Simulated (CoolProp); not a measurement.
The fluid at 293.15 K and 2.16 MPa expands adiabatically to 0.193 MPa with isentropic efficiency 0.85. The same conditions are run with several fluids, on thermodynamics alone (safety and materials aside).

Computed with CoolProp (reference Helmholtz-energy equation of state of each fluid (ethane: Bücker 2006; C2F6 (R116): Lemmon 2006; oxygen: Schmidt 1985; ethylene: Smukala 2000; fluorine: de Reuck 1990)).

Q: Rank ethane, C2F6 (R116), oxygen, ethylene, fluorine by work (kJ/kg), highest first.

A: ethylene (123), ethane (116), oxygen (111), fluorine (94.9), C2F6 (R116) (26.8)

| fluid | final temperature (K) | final phase | final density (kg/m³) |
|---|---|---|---|
| ethane | 197.4 | two-phase, vapour fraction 0.980 | 3.81 |
| C2F6 (R116) | 231.2 | gas | 14.6 |
| oxygen | 167.2 | gas | 4.49 |
| ethylene | 181.2 | two-phase, vapour fraction 0.996 | 3.81 |
| fluorine | 170.4 | gas | 5.21 |
